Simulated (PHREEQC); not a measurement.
Consider water at 60 °C with 71 mmol/kgw TMAH, 12 mmol/kgw Na2SiO3 and 0.85 mmol/kgw (CH3)4NCl. Closed to the air; pH follows from the charge balance.

The numbers come from PHREEQC with the ion-association model, phreeqc.dat.

Each row changes one thing in this solution. This is a speciation only: nothing precipitates in the calculation.

```json
[
 {"case": "as made", "pH": "11.79", "ionic strength (mol/kgw)": "0.100", "H3SiO4- (mol/kgw)": "0.00771", "H2SiO4-2 (mol/kgw)": "0.00427", "H4SiO4 (mol/kgw)": "2.36e-5", "SI of Quartz (SiO2)": "-1.09"},
 {"case": "diluted 5-fold with water", "pH": "11.17", "ionic strength (mol/kgw)": "0.0194", "H3SiO4- (mol/kgw)": "0.00216", "H2SiO4-2 (mol/kgw)": "0.000207", "H4SiO4 (mol/kgw)": "3.22e-5", "SI of Quartz (SiO2)": "-0.97"},
 {"case": "(CH3)4NCl from 0.00085 to 0.00127 mol/kgw", "pH": "11.79", "ionic strength (mol/kgw)": "0.101", "H3SiO4- (mol/kgw)": "0.00771", "H2SiO4-2 (mol/kgw)": "0.00427", "H4SiO4 (mol/kgw)": "2.36e-5", "SI of Quartz (SiO2)": "-1.09"},
 {"case": "Na2SiO3 from 0.012 to 0.0132 mol/kgw", "pH": "11.79", "ionic strength (mol/kgw)": "0.103", "H3SiO4- (mol/kgw)": "0.00844", "H2SiO4-2 (mol/kgw)": "0.00473", "H4SiO4 (mol/kgw)": "2.56e-5", "SI of Quartz (SiO2)": "-1.06"},
 {"case": "0.014 mol/kgw KOH added", "pH": "11.85", "ionic strength (mol/kgw)": "0.115", "H3SiO4- (mol/kgw)": "0.00722", "H2SiO4-2 (mol/kgw)": "0.00476", "H4SiO4 (mol/kgw)": "1.88e-5", "SI of Quartz (SiO2)": "-1.19"},
 {"case": "TMAH from 0.071 to 0.0639 mol/kgw", "pH": "11.75", "ionic strength (mol/kgw)": "0.0927", "H3SiO4- (mol/kgw)": "0.00798", "H2SiO4-2 (mol/kgw)": "0.00400", "H4SiO4 (mol/kgw)": "2.68e-5", "SI of Quartz (SiO2)": "-1.04"}
]
```

(CH3)4N+ isn't in the database: it is added as a free cation with an ion size of 4 Å. Away from 25 °C the constants follow the database's enthalpies or fits; those with neither stay at their 25 °C values.
